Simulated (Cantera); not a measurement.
A jet of CH4 : O2 : N2 = 0.049 : 0.17 : 0.79 (molar parts) at 300 K and 34.5 Torr hits a platinum plate 2.5 cm away at a mass flux of 0.05 kg/m²/s; the plate temperature is set and raised in steps from an oxygen-covered start.

Computed with Cantera and Deutschmann's 1995 Pt surface mechanism with GRI-Mech 3.0 gas chemistry. Catalytic surfaces can have several steady states; this one follows from the mechanism file's or the stated starting coverage.

One state of this run: wall x CH4 = 0.0193; wall x O2 = 0.106; wall x H2O = 0.0543; wall x OH = 1.93e-6; wall x CO = 2.67e-5; wall x CO2 = 0.0360; θ free Pt = 0.516; θ O* = 0.483. x: mole fraction at the wall; θ: surface coverage.

**Question.** Which value of plate T (K) does it belong to?
(A) 950
(B) 1100
(C) 1050
(D) 1150

**Answer.** B, 1100
